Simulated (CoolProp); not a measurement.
The numbers come from the reference Helmholtz-energy equation of state, Lemmon 2022 in CoolProp.

Q: For R1234yf, give the phase and the viscosity (µPa s), conductivity (mW/(m K)), fugacity coefficient at 405.8 K and 7.05 bar; 405.8 K and 84.6 bar.

A: 
- 405.8 K and 7.05 bar: gas; viscosity 16.8, conductivity 23.3, fugacity coefficient 0.949
- 405.8 K and 84.6 bar: supercritical; viscosity 55.2, conductivity 45.8, fugacity coefficient 0.490

Viscosity comes from a separate model (Bell 2016), an estimate that may be off by 10 % or more. Thermal conductivity comes from a separate model (Perkins 2011).
